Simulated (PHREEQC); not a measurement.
A PHREEQC speciation (ion-association model, phreeqc.dat) at 25 °C gives pH 3.24 and these molalities:

| species | mol/kgw |
|---|---|
| Zn+2 | 0.120 |
| ZnSO4 | 0.0869 |
| SO4-2 | 0.0759 |
| Zn(SO4)2-2 | 0.0435 |
| HSO4- | 0.00121 |
| H+ | 0.000750 |
| Mg+2 | 2.53e-5 |
| MgSO4 | 2.47e-5 |
| ZnOH+ | 6.77e-8 |

Problem. What are the element totals, and what could have been dissolved in 1 kg of water to give them?

Solution. One answer among several that fit: totals Mg 5.00e-5, S(6) 0.251, Zn 0.250 mol/kgw, from 0.00098 mol H2SO4, 0.25 mol ZnSO4 and 5e-05 mol MgSO4 per kg of water.

Precipitation was switched off in this run. Species that the database lacks are ignored.
